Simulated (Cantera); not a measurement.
A perfectly stirred reactor is fed with 13.0 % H2, 86.4 % O2, 0.614 % H2O, equivalence ratio 0.075, at 11.3 Torr; it is held at 900 K, and followed from long to short residence time.

Cantera simulation using GRI-Mech 3.0 (53 species, 325 reactions); the numbers are that mechanism's predictions, not measurements. Radical loss at walls, strong at low pressure, is not modelled. Below about 950 K walls govern HO2 and H2O2 in real vessels. The temperature is held fixed by assumption; the heat of reaction is taken as removed at once.

Predict: x(H2) at τ = 3.30 s; x(O2) at τ = 3.30 s; x(H2O2) at τ = 3.30 s; x(H2O) at τ = 3.30 s; x(HO2) at τ = 3.30 s; x(H2) at τ = 0.180 s; x(O2) at τ = 0.180 s; x(H2O2) at τ = 0.180 s; x(H2O) at τ = 0.180 s; x(HO2) at τ = 0.180 s.


| Item | Value |
|---|---|
| x(H2) at τ = 3.30 s | 0.00112 |
| x(O2) at τ = 3.30 s | 0.855 |
| x(H2O2) at τ = 3.30 s | 2.61e-7 |
| x(H2O) at τ = 3.30 s | 0.144 |
| x(HO2) at τ = 3.30 s | 7.55e-6 |
| x(H2) at τ = 0.180 s | 0.00550 |
| x(O2) at τ = 0.180 s | 0.853 |
| x(H2O2) at τ = 0.180 s | 4.26e-7 |
| x(H2O) at τ = 0.180 s | 0.138 |
| x(HO2) at τ = 0.180 s | 1.55e-5 |
